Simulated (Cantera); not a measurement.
Cantera run:

```python
import numpy as np
import cantera as ct

gas_names = [...]  # 113 gases of nasa_gas.yaml made of C, Cu, H, O
cond_names = """
    C(gr) C6H6(L) C7H8(L) C8H18(L),n-octa Cu(cr) Cu(L) CuO(s) CuO2H2(s) Cu2O(s) Cu2O(L) H2O(s) H2O(L)
""".split()


# ... load() reads the species with a 1 bar reference pressure and builds the phases ...
atoms = {
    'Cu2O': {'Cu': 2, 'O': 1},
    'CH4': {'C': 1, 'H': 4},
    'CO': {'C': 1, 'O': 1},
}
top_T = {'C(gr)': 4500, 'CuO(s)': 1390}  # K; cautious upper limits of use, not melting points


# ... equilibrate(T, P, feed) seeds the gas with the atoms and calls Mixture.equilibrate('TP', solver="vcs", rtol=1e-11, max_steps=5000) ...
results = []
feed = {'Cu2O': 1, 'CH4': 2.3, 'CO': 0.011}  # mol
P = 101325  # Pa
for T in [1023, 1123, 1223, 1323, 1423, 1523, 1623, 1723, 1823, 1923, 2023, 2123, 2223, 2323]:
    mix = equilibrate(T, P, feed)
    results.append((T, P, feed, dict(zip(mix.species_names, mix.species_moles))))

top = {s: max(r[3][s] / sum(r[3][g] for g in gas_names) for r in results) for s in gas_names}
cols = sorted((s for s in top if top[s] > 0.001), key=lambda s: -top[s])[:9]
seen = [c for c in cond_names if any(r[3].get(c, 0) > 1e-12 for r in results)]
print("log10 of partial pressures in bar; condensed amounts in mol")
print(f"{'T/K':>10s}" + "".join(f"{s[:9]:>10s}" for s in cols + seen))
for T, P, feed, n in results:
    ng = sum(n[g] for g in gas_names)
    print(f"{T:10.4g}" + "".join(f"{np.log10(max(n[s] / ng * P / 1e5, 1e-99)):10.3f}" for s in cols)
          + "".join(f"{n.get(c, 0):10.4g}" for c in seen))
```

Output:

```
log10 of partial pressures in bar; condensed amounts in mol
       T/K        H2        CO        Cu       CH4       H2O         H       CO2 C2H2,acet     C(gr)    Cu(cr)     Cu(L)
      1023    -0.109    -0.824   -10.415    -1.343    -1.496    -8.438    -2.095    -8.788     1.272         2         0
      1123    -0.093    -0.757    -8.902    -1.718    -2.030    -7.417    -2.733    -7.750     1.257         2         0
      1223    -0.086    -0.743    -7.639    -2.048    -2.526    -6.565    -3.347    -6.891      1.27         2         0
      1323    -0.083    -0.739    -6.571    -2.335    -2.958    -5.841    -3.882    -6.167     1.281         2         0
      1423    -0.082    -0.739    -5.679    -2.584    -3.331    -5.219    -4.343    -5.547     1.288         0         2
      1523    -0.082    -0.738    -4.919    -2.801    -3.656    -4.677    -4.742    -5.009     1.292         0         2
      1623    -0.081    -0.738    -4.255    -2.992    -3.940    -4.201    -5.089    -4.539     1.295         0         2
      1723    -0.081    -0.739    -3.671    -3.160    -4.191    -3.780    -5.394    -4.125     1.296         0     1.999
      1823    -0.081    -0.739    -3.152    -3.310    -4.414    -3.404    -5.664    -3.756     1.296         0     1.996
      1923    -0.082    -0.740    -2.690    -3.444    -4.614    -3.067    -5.905    -3.428     1.294         0     1.989
      2023    -0.084    -0.741    -2.274    -3.567    -4.796    -2.764    -6.122    -3.133      1.29         0      1.97
      2123    -0.088    -0.745    -1.899    -3.682    -4.964    -2.489    -6.321    -2.869     1.284         0     1.928
      2223    -0.097    -0.752    -1.559    -3.795    -5.125    -2.242    -6.509    -2.634     1.272         0      1.84
      2323    -0.113    -0.766    -1.249    -3.914    -5.287    -2.019    -6.694    -2.428     1.255         0     1.661
```

These are equilibrium values from Cantera (NASA tables, ideal gas, pure condensed phases), not measurements of a reactor.
